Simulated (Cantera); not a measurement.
**Stirred combustor or abatement burner**

A perfectly stirred reactor is fed with CH4 : CO : O2 : N2 : CO2 = 1 : 0.25 : 2.66 : 23.6 : 0.73 (molar parts), at 0.987 atm; it is adiabatic with a 575 K inlet, and is followed from long to short residence time, starting on the burning branch (τ in s: 0.046, 0.022, 0.01, 0.0048, 0.0023, 0.0011, 0.0005, 0.00023, 0.00011, 5.2e-05, 2.4e-05, 1.1e-05, 5.4e-06).

Model: GRI-Mech 3.0 (53 species, 325 reactions), integrated in Cantera.

| τ (s) | T (K) | x CH4 | x CO | x O2 | x H2O | x CH2 | x HCN |
|---|---|---|---|---|---|---|---|
| 0.046 | 1450 | 4.32e-5 | 0.00127 | 0.0197 | 0.0704 | 1.46e-7 | 1.67e-8 |
| 0.022 | 1441 | 7.10e-5 | 0.00203 | 0.0202 | 0.0701 | 2.46e-7 | 2.90e-8 |
| 0.010 | 1425 | 0.000125 | 0.00336 | 0.0210 | 0.0695 | 4.11e-7 | 5.11e-8 |
| 0.0048 | 1402 | 0.000228 | 0.00542 | 0.0224 | 0.0688 | 6.43e-7 | 8.19e-8 |
| 0.0023 | 1358 | 0.000535 | 0.00958 | 0.0254 | 0.0674 | 1.04e-6 | 1.21e-7 |
| 0.0011 | 575 | 0.0354 | 0.00885 | 0.0942 | <1e-12 | <1e-12 | <1e-12 |
| 0.00050 | 575 | 0.0354 | 0.00885 | 0.0942 | <1e-12 | <1e-12 | <1e-12 |
| 0.00023 | 575 | 0.0354 | 0.00885 | 0.0942 | <1e-12 | <1e-12 | <1e-12 |
| 0.00011 | 575 | 0.0354 | 0.00885 | 0.0942 | <1e-12 | <1e-12 | <1e-12 |
| 5.2e-5 | 575 | 0.0354 | 0.00885 | 0.0942 | <1e-12 | <1e-12 | <1e-12 |
| 2.4e-5 | 575 | 0.0354 | 0.00885 | 0.0942 | <1e-12 | <1e-12 | <1e-12 |
| 1.1e-5 | 575 | 0.0354 | 0.00885 | 0.0942 | <1e-12 | <1e-12 | <1e-12 |
| 5.4e-6 | 575 | 0.0354 | 0.00885 | 0.0942 | <1e-12 | <1e-12 | <1e-12 |
x: mole fraction; the columns are a selection and need not sum to one.
